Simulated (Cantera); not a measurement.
A diamond (100) surface in a fixed gas of H2 with x(CH4) = 0.0026, x(H) = 0.00043, x(CH3) = 0.00072, at 1325 K; coverages are run to steady state.

Detailed kinetics in Cantera: the Harris–Goodwin 1993 mechanism for the reconstructed diamond (100) surface.

θ: site fractions in the mechanism's names (c6HH fully hydrogenated, c6H* and c6*H radical sites, c6** diradical, c6HM methylated).

```tsv
P (Pa)	growth (µm/h)	θ c6HH	θ c6H*	θ c6*H	θ c6**	θ c6HM
750	[?]	0.480	0.0445	0.456	0.0174	9.04e-5
1300	[?]	0.480	0.0444	0.455	0.0171	0.000160
2100	[?]	0.480	0.0443	0.455	0.0168	0.000266
3600	[?]	0.479	0.0442	0.454	0.0164	0.000468
6100	[?]	0.479	0.0442	0.453	0.0161	0.000811
10000	[?]	0.478	0.0441	0.452	0.0158	0.00135
17000	[?]	0.477	0.0440	0.451	0.0156	0.00231
29000	[?]	0.476	0.0438	0.449	0.0154	0.00393
```

Question: What belongs in the gaps?

Answer: 
- 750, growth (µm/h): 0.0638
- 1300, growth (µm/h): 0.165
- 2100, growth (µm/h): 0.360
- 3600, growth (µm/h): 0.815
- 6100, growth (µm/h): 1.71
- 10000, growth (µm/h): 3.30
- 17000, growth (µm/h): 6.57
- 29000, growth (µm/h): 13.2
